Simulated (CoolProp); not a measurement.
A closed Brayton cycle with carbon dioxide: compressor inlet 311.15 K and 7.8 MPa, high pressure 26.8 MPa, turbine inlet 700 K, compressor efficiency 0.8, turbine efficiency 0.93, recuperator effectiveness 0.8 (on enthalpy, no pinch check). Each further row changes one setting.

Values from CoolProp's reference Helmholtz-energy equation of state, Span 1996.

| case | thermal efficiency (%) | net work (kJ/kg) | compressor to turbine work | compressor exit (K) | turbine exit (K) |
|---|---|---|---|---|---|
| as stated | 28.4 | 76.7 | 0.43 | 402.1 | 563.1 |
| turbine inlet 650 K | 25.9 | 64.4 | 0.47 | 402.1 | 518.4 |
| compressor inlet 321.15 K | 25.9 | 64.1 | 0.52 | 427.8 | 563.1 |
| high pressure 22.8 MPa | 27.6 | 70.9 | 0.40 | 389.7 | 580.6 |
| recuperator effectiveness 0.5 | 23.5 | 76.7 | 0.43 | 402.1 | 563.1 |
